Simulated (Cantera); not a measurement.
Input (Python, Cantera):

```python
import numpy as np
import cantera as ct

gas = ct.Solution("gri30.yaml")
gas.TPX = 700, 570000, {'C2H4': 1, 'O2': 3.09, 'N2': 11.6, 'H2O': 3.9}
flame = ct.FreeFlame(gas, width=0.012)
flame.set_refine_criteria(ratio=3, slope=0.08, curve=0.16)
flame.transport_model = "mixture-averaged"
flame.solve(loglevel=0, auto=True)
flame.transport_model = "multicomponent"
flame.soret_enabled = False
flame.solve(loglevel=0, refine_grid=True)
z, T = flame.grid, flame.T
thick = (T[-1] - T[0]) / np.gradient(T, z).max()
show = ['C2H4', 'O2', 'H2O', 'H2O2', 'CO', 'NO']
print(f"laminar burning velocity  {flame.velocity[0] * 100:.3f} cm/s")
print(f"burnt temperature         {T[-1]:.1f} K")
print(f"thermal thickness         {thick * 1e3:.4f} mm")
print(f"grid points               {len(z)}")
z0 = z[flame.heat_release_rate.argmax()]
print(f"{'z/mm':>9s}{'T/K':>9s}{'u/(m/s)':>9s}" + "".join(f"{s:>11s}" for s in show))
rows = []
for k in (-3, -2, -1.5, -1, -0.5, -0.25, 0, 0.25, 0.5, 1, 2, 4, 8):
    zz = z0 + k * thick
    rows.append([k * thick, np.interp(zz, z, T), np.interp(zz, z, flame.velocity),
                 *(np.interp(zz, z, flame.X[gas.species_index(s)]) for s in show)])
    print(f"{rows[-1][0] * 1e3:9.3f}{rows[-1][1]:9.1f}{rows[-1][2]:9.3f}" + "".join(f"{x:11.3e}" for x in rows[-1][3:]))
```

It prints:

```
laminar burning velocity  133.964 cm/s
burnt temperature         2302.1 K
thermal thickness         0.0786 mm
grid points               134
     z/mm      T/K  u/(m/s)       C2H4         O2        H2O       H2O2         CO         NO
   -0.236    700.2    1.341  5.102e-02  1.576e-01  1.990e-01  2.560e-07  6.009e-06  3.073e-11
   -0.157    701.4    1.344  5.097e-02  1.574e-01  1.990e-01  1.775e-06  4.186e-05  2.176e-10
   -0.118    705.2    1.353  5.088e-02  1.570e-01  1.991e-01  7.191e-06  1.712e-04  9.233e-10
   -0.079    729.2    1.403  5.034e-02  1.549e-01  2.006e-01  4.348e-05  1.068e-03  6.580e-09
   -0.039    931.1    1.809  4.363e-02  1.377e-01  2.137e-01  3.223e-04  1.040e-02  1.403e-07
   -0.020   1260.6    2.479  2.733e-02  1.067e-01  2.352e-01  3.467e-04  2.902e-02  7.326e-07
    0.000   1631.3    3.244  7.479e-03  6.813e-02  2.595e-01  1.404e-05  5.037e-02  2.183e-06
    0.020   1856.9    3.694  6.427e-04  4.249e-02  2.723e-01  2.698e-06  5.251e-02  4.929e-06
    0.039   1965.1    3.886  2.164e-05  3.004e-02  2.764e-01  1.746e-06  4.181e-02  7.923e-06
    0.079   2073.9    4.061  1.849e-08  2.057e-02  2.794e-01  1.203e-06  2.570e-02  1.176e-05
    0.157   2170.8    4.219  2.498e-13  1.457e-02  2.847e-01  7.817e-07  1.570e-02  1.589e-05
    0.314   2237.8    4.330  2.369e-16  1.085e-02  2.902e-01  5.028e-07  1.077e-02  2.080e-05
    0.629   2276.4    4.392  1.937e-17  8.645e-03  2.936e-01  3.539e-07  7.836e-03  2.718e-05
```

Cantera simulation using GRI-Mech 3.0 (53 species, 325 reactions); the numbers are that mechanism's predictions, not measurements. GRI-Mech 3.0 was tuned for natural gas; its chemistry of ethylene as a main component is partial and can be far from experiment. Burning velocities carry a grid error of a few per cent, more on coarse grids.
